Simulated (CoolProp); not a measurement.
A closed Brayton cycle with carbon dioxide: compressor inlet 325.15 K and 9.7 MPa, high pressure 32 MPa, turbine inlet 725 K, compressor efficiency 0.89, turbine efficiency 0.93, recuperator effectiveness 0.8 (on enthalpy, no pinch check). Each further row changes one setting.

Model: reference Helmholtz-energy equation of state, Span 1996, in CoolProp.

```csv
case,thermal efficiency (%),net work (kJ/kg),compressor to turbine work,compressor exit (K),turbine exit (K)
as stated,29.8,82.4,0.40,408.9,588.5
turbine inlet 675 K,27.6,70.4,0.43,408.9,543.6
compressor inlet 335.15 K,28.1,72.6,0.47,432.7,588.5
high pressure 27.2 MPa,28.8,75.4,0.37,397.2,606.5
recuperator effectiveness 0.5,24.2,82.4,0.40,408.9,588.5
```
